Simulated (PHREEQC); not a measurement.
**Polishing slurry liquid: speciation**

Make-up at 25 °C: 0.05 mol/kgw KOH and 0.012 mol/kgw K2SO4. Closed to the air; pH follows from the charge balance.

All values are PHREEQC results (Pitzer model, pitzer.dat), not measurements.

Each row changes one thing in this solution. Precipitation was switched off in this run.

```
case                                             pH  ionic strength (mol/kgw)
--------------------------------------------  -----  ------------------------
as made                                       12.60                    0.0860
K2SO4 from 0.012 to 0.12 mol/kgw              12.55                         ?
temperature from 25 to 35 °C                  12.28                    0.0860
K2SO4 replaced by KHCO3 at the same molality  12.48                         ?
temperature from 25 to 40 °C                      ?                    0.0860
diluted 2-fold with water                         ?                    0.0430
K2SO4 from 0.012 to 0.0024 mol/kgw            12.61                    0.0572
```

Complete the blanks.


- K2SO4 from 0.012 to 0.12 mol/kgw, ionic strength (mol/kgw): 0.410
- K2SO4 replaced by KHCO3 at the same molality, ionic strength (mol/kgw): 0.0740
- temperature from 25 to 40 °C, pH: 12.13
- diluted 2-fold with water, pH: 12.32

Away from 25 °C the constants follow the database's enthalpies or fits; those with neither stay at their 25 °C values.
